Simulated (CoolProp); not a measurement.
Properties of sulfur dioxide along the isotherm -56.15 °C.

Model: reference Helmholtz-energy equation of state, Gao 2016, in CoolProp.

```csv
p (bar),phase,cp (kJ/(kg K)),cv (kJ/(kg K)),speed of sound (m/s),expansivity (1/kK),fugacity coefficient
0.125,liquid,1.369,0.8553,1220,1.595,0.6053
0.284,liquid,1.369,0.8553,1220,1.595,0.2665
0.646,liquid,1.369,0.8553,1221,1.594,0.1173
1.47,liquid,1.369,0.8554,1221,1.594,0.05162
3.35,liquid,1.369,0.8554,1221,1.593,0.02275
7.61,liquid,1.368,0.8554,1223,1.590,0.01011
17.3,liquid,1.368,0.8556,1226,1.584,0.004545
39.4,liquid,1.366,0.8560,1233,1.571,0.002097
```
